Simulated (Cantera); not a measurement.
Input: 1 mol Si₃N₄, 0.67 mol O₂, 350 mol N₂, held at 950 K and 1200 Pa.

Cantera equilibrium calculation (NASA polynomials, part measured and part estimated; ideal gas, pure solids and liquids). Candidate condensed phases: Si, SiO₂, Si₂N₂O, Si₃N₄; 16 gas species. The numbers say what is thermodynamically allowed, not how fast it happens.

### Question
What is the equilibrium state?

### Answer
| Quantity | Value |
|---|---|
| x(N₂) | 1.00 |
| n(Si₂N₂O(s)) | 1.34 mol |
| n(Si₃N₄(s)) | 0.107 mol |
| gas amount | 350.4 mol |
| log10 activity of Si(s) (absent) | -6.59 |
